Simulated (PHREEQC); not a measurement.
A solution holds 0.0049 mol/kgw NaH2PO4, 0.0012 mol/kgw Na2HPO4 and 0.00042 mol/kgw NaCl, at 60 °C. Closed to the air; pH follows from the charge balance.

Model: ion-association model, phreeqc.dat, run in PHREEQC.

Q: The ionic strength comes out as 0.00890 mol/kgw. What activity coefficients do Na+, H2PO4-, Cl-, NaHPO4-, HPO4-2 get?

A: Na+ 0.90, H2PO4- 0.90, Cl- 0.90, NaHPO4- 0.90, HPO4-2 0.66.

Precipitation was switched off in this run. At this temperature some constants are extrapolated from 25 °C, and those without enthalpy data are left unchanged.
